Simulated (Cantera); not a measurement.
## Reactions in the system C-Cu-F-H

Source: NASA polynomial tables (part measured, part estimated), evaluated in Cantera. Values are per mole of reaction as written; species without (g) are pure solids or liquids, kept so even where they would boil at 1 bar.

CF4(g) + 2 CH3(g) + CuF2(g) ⇌ 3 CH2F2(g) + Cu

```tsv
T (K)	ΔH° (kJ)	ΔS° (J/K)	ΔG° (kJ)	log10 K
823	-460.9	-163.5	-326.3	20.71
898	-460.8	-163.5	-314.0	18.26
973	-460.5	-163.1	-301.8	16.20
1048	-460.0	-162.7	-289.5	14.43
1123	-459.4	-162.1	-277.4	12.90
1198	-458.7	-161.5	-265.2	11.56
1273	-457.8	-160.7	-253.1	10.39
```
